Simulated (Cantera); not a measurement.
A closed system holds: 1 mol SiH₄, 0.36 mol HCl, 2000 mol H₂, 0.0087 mol C₃H₈, at 2050 K and 1.60 mbar.

Method: chemical equilibrium by Gibbs-energy minimisation in Cantera with the NASA 1993 tables (ideal gas, pure condensed phases). Candidate condensed phases: C, C₆H₆, C₇H₈, C₈H₁₈, Si, SiC; 109 gas species. Rates play no part.

Base state: H₂ 0.944, H 0.0551, Si 0.000472, HCl 0.000167, SiH 1.11e-5 (mole fractions); condensed: gas only.

Task: What changes in the equilibrium state with this change: pressure from 1.60 mbar to 3.20 mbar?

Result: 
| species | before | after |
|---|---|---|
| H₂ | 0.944 | 0.960 |
| H | 0.0551 | 0.0393 |
| Si | 0.000472 | 0.000470 |
| SiH | 1.11e-5 | 1.58e-5 |
| HCl | 0.000167 | 0.000171 |
